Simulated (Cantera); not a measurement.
What does this Cantera script print?

```python
import numpy as np
import cantera as ct

gas_names = """
    F F2 H HF H2 H2F2 H3F3 H4F4 H5F5 H6F6 H7F7 N NF NF2 NF3 NH NH2 NH3 N2 N2H2 N2H4 Si SiF SiF2 SiF3
    SiF4 SiH SiHF3 SiH2 SiH2F2 SiH3 SiH3F SiH4 SiN Si2 Si2N Si3
""".split()
cond_names = """
    Si(cr) Si(L) Si3N4(a)
""".split()


# ... load() reads the species with a 1 bar reference pressure and builds the phases ...
atoms = {
    'SiF4': {'Si': 1, 'F': 4},
    'NH3': {'N': 1, 'H': 3},
    'N2': {'N': 2},
}
top_T = {'Si3N4(a)': 2400}  # K; cautious upper limits of use, not melting points


# ... equilibrate(T, P, feed) seeds the gas with the atoms and calls Mixture.equilibrate('TP', solver="vcs", rtol=1e-11, max_steps=5000) ...
results = []
feed = {'SiF4': 1, 'NH3': 1.8, 'N2': 87}  # mol
T = 1273.15  # K
P = 13332.2  # Pa
mix = equilibrate(T, P, feed)
results.append((T, P, feed, dict(zip(mix.species_names, mix.species_moles))))
x = sorted(zip(gas.X, gas.species_names), reverse=True)
print(f"T = {T:g} K  P = {P:g} Pa  gas = {mix.phase_moles(0):.4g} mol")
print("   x: " + "  ".join(f"{s} {v:.3e}" for v, s in x if v > 0.0001))
print("   condensed (mol): " + ("  ".join(f"{mix.phase(i).name} {mix.phase_moles(i):.4g}"
      for i in range(1, mix.n_phases) if mix.phase_moles(i) > 1e-12) or "none"))
```

Output:

```
T = 1273.15 K  P = 13332.2 Pa  gas = 91.61 mol
   x: N2 9.595e-01  H2 2.921e-02  SiF4 1.069e-02  HF 4.864e-04
   condensed (mol): Si3N4(a) 0.002639
```

Method: chemical equilibrium by Gibbs-energy minimisation in Cantera with the NASA 1993 tables (ideal gas, pure condensed phases). The tables' values for SiF3 are old estimates; treat these amounts as uncertain.
